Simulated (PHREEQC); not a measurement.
Consider water at 25 °C with 0.45 mmol/kgw H2SeO3, 1.7 mmol/kgw NaOH and 0.63 mmol/kgw FeCl3. Closed to the air; pH follows from the charge balance.

Model: ion-association model, wateq4f.dat, run in PHREEQC.

```csv
quantity,before,after
pH,5.20,4.40
Fe(OH)2+ (mol/kgw),0.000605,0.000605
Fe(OH)3 (mol/kgw),1.16e-5,1.87e-6
SeO3-2 (mol/kgw),2.62e-7,4.18e-8
SI of Fe2(SeO3)3 (Fe2(SeO3)3),-0.52,+0.24
SI of Fe(OH)3(a) (Fe(OH)3),+2.73,+1.94
```

Question: Name the change that produced these shifts.
(A) FeCl3 from 0.00063 to 6.3e-05 mol/kgw
(B) NaOH from 0.0017 to 0.00085 mol/kgw
(C) H2SeO3 from 0.00045 to 0.00225 mol/kgw
(D) diluted 100-fold with water
(E) FeCl3 from 0.00063 to 0.000693 mol/kgw

Answer: E, FeCl3 from 0.00063 to 0.000693 mol/kgw

This is a speciation only: nothing precipitates in the calculation. Some of these states are supersaturated (in Fe(OH)3(a), Hematite (slow to form), Fe2(SeO3)3, for instance).
